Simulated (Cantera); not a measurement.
An isothermal, constant-pressure homogeneous reactor starts with 31.6 % CH4, 38.0 % CO2, 30.4 % H2, at 1325 K and 29.0 bar.

Model: GRI-Mech 3.0 (53 species, 325 reactions), integrated in Cantera. The pressure lies above the range GRI-Mech 3.0 was tuned for (to about 10 atm).

Q: Predict: x(CH4) at 20.0 s; x(CO2) at 20.0 s; x(H2) at 20.0 s; x(C2H6) at 20.0 s; x(CH2O) at 20.0 s; x(CO) at 20.0 s.

A: 
```json
{
  "x(CH4) at 20.0 s": "0.290 (gas-phase equilibrium 0.0350)",
  "x(CO2) at 20.0 s": "0.173 (gas-phase equilibrium 0.0232)",
  "x(H2) at 20.0 s": "0.126 (gas-phase equilibrium 0.491)",
  "x(C2H6) at 20.0 s": "0.00103 (gas-phase equilibrium 3.86e-6)",
  "x(CH2O) at 20.0 s": "5.19e-7 (gas-phase equilibrium 2.63e-6)",
  "x(CO) at 20.0 s": "0.204 (gas-phase equilibrium 0.398)"
}
```
